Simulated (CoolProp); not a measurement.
Values from CoolProp's reference Helmholtz-energy equation of state, Lemmon 2006. It is a short technical equation, of lower accuracy than the large ones.

Question: For C2F6 (R116), give the phase and the cp (kJ/(kg K)), cv (kJ/(kg K)), speed of sound (m/s), fugacity coefficient at 84.55 °C and 3.81 MPa; 84.55 °C and 9.52 MPa.

Answer: 
- 84.55 °C and 3.81 MPa: supercritical; cp 1.04, cv 0.829, speed of sound 128, fugacity coefficient 0.807
- 84.55 °C and 9.52 MPa: supercritical; cp 1.31, cv 0.850, speed of sound 155, fugacity coefficient 0.598
